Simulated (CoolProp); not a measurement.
Isopentane along the isobar 0.767 MPa: Z from the reference equation and from simpler models built on Tc = 187.2 °C, pc = 3.378 MPa, ω = 0.227; each cubic takes its own stable root.

The numbers come from the reference Helmholtz-energy equation of state, Lemmon 2006 in CoolProp. It is a short technical equation, of lower accuracy than the large ones.

```
T (°C)   phase  reference
------  ------  ---------
93.05   liquid    0.03380
109.75     gas     0.8329
126.45     gas     0.8595
143.25     gas     0.8803
159.95     gas     0.8967
176.65     gas     0.9101
193.35     gas     0.9212
210.15     gas     0.9307
226.85     gas     0.9386
```

Task: How far does each simpler model (van der Waals, Redlich-Kwong, Soave-Redlich-Kwong, Peng-Robinson) lie from the reference over these 9 states: mean and median of the absolute difference, and the worst?

Result: 
- van der Waals: mean 276.5 %, median 2.1 %, worst +2469.8 % at 93.05 °C and 0.767 MPa
- Redlich-Kwong: mean 262.2 %, median 0.5 %, worst +2353.8 % at 93.05 °C and 0.767 MPa
- Soave-Redlich-Kwong: mean 1.4 %, median 0.2 %, worst +10.2 % at 93.05 °C and 0.767 MPa
- Peng-Robinson: mean 0.9 %, median 0.8 %, worst -2.9 % at 93.05 °C and 0.767 MPa

At some of these states van der Waals, Redlich-Kwong gives the other phase, because its saturation line lies elsewhere.
